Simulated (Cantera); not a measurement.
A Cantera script and its output.

```python
import numpy as np
import cantera as ct

gas = ct.Solution("gri30.yaml")
gas.TPX = 1650, 110000, {'CH4': 2.4, 'CO2': 4.1}
reactor = ct.IdealGasConstPressureReactor(gas, energy="off", clone=False)
net = ct.ReactorNet([reactor])
net.rtol, net.atol = 1e-08, 1e-18
show = ['CH4', 'CO2', 'H2O', 'C2H', 'CH2CO']
times = np.geomspace(0.0002, 3, 14)

steps = ct.SolutionArray(gas, extra=["t"])
rows = []
print(f"{'t/s':>10s}{'T/K':>9s}{'P/Pa':>11s}" + "".join(f"{s:>11s}" for s in show))
for t in times:
    while net.time < t:
        t_next = net.step()
        steps.append(gas.state, t=t_next)
    rows.append([np.interp(t, steps.t, y) for y in (steps.T, steps.P, *steps(*show).X.T)])
    print(f"{t:10.3e}{rows[-1][0]:9.1f}{rows[-1][1]:11.4g}" + "".join(f"{x:11.3e}" for x in rows[-1][2:]))
rate = np.gradient(steps.T, steps.t)
print("integrator steps:", len(steps.t))
if steps.T.max() > steps.T[0] + 200:
    print(f"time of steepest temperature rise: {steps.t[rate.argmax()]:.4e} s")
gas.TPX = 1650, 110000, {'CH4': 2.4, 'CO2': 4.1}
gas.equilibrate("TP")
print(f"equilibrium (TP): T = {gas.T:.1f} K  " + "  ".join(f"{s} {gas[s].X[0]:.3e}" for s in show))
```

It prints:

```
       t/s      T/K       P/Pa        CH4        CO2        H2O        C2H      CH2CO
 2.000e-04   1650.0    1.1e+05  3.673e-01  6.304e-01  2.878e-05  1.150e-11  1.802e-10
 4.191e-04   1650.0    1.1e+05  3.645e-01  6.298e-01  9.008e-05  8.278e-11  1.670e-09
 8.780e-04   1650.0    1.1e+05  3.567e-01  6.276e-01  3.464e-04  5.937e-10  1.762e-08
 1.840e-03   1650.0    1.1e+05  3.370e-01  6.195e-01  1.530e-03  3.533e-09  1.938e-07
 3.855e-03   1650.0    1.1e+05  3.008e-01  5.982e-01  6.167e-03  1.235e-08  1.651e-06
 8.076e-03   1650.0    1.1e+05  2.497e-01  5.573e-01  2.059e-02  2.646e-08  7.308e-06
 1.692e-02   1650.0    1.1e+05  1.859e-01  4.878e-01  5.723e-02  4.344e-08  2.033e-05
 3.546e-02   1650.0    1.1e+05  1.156e-01  3.790e-01  1.283e-01  6.616e-08  4.735e-05
 7.429e-02   1650.0    1.1e+05  5.540e-02  2.542e-01  2.111e-01  9.526e-08  8.831e-05
 1.557e-01   1650.0    1.1e+05  2.654e-02  1.795e-01  2.351e-01  1.023e-07  9.254e-05
 3.261e-01   1650.0    1.1e+05  2.013e-02  1.422e-01  2.114e-01  7.175e-08  5.718e-05
 6.834e-01   1650.0    1.1e+05  1.662e-02  1.102e-01  1.790e-01  4.172e-08  2.872e-05
 1.432e+00   1650.0    1.1e+05  1.238e-02  8.389e-02  1.473e-01  2.072e-08  1.223e-05
 3.000e+00   1650.0    1.1e+05  7.902e-03  6.540e-02  1.219e-01  7.937e-09  4.232e-06
integrator steps: 1679
equilibrium (TP): T = 1650.0 K  CH4 1.819e-07  CO2 5.038e-02  H2O 1.001e-01  C2H 1.401e-17  CH2CO 1.648e-11
```

Cantera simulation using GRI-Mech 3.0 (53 species, 325 reactions); the numbers are that mechanism's predictions, not measurements.
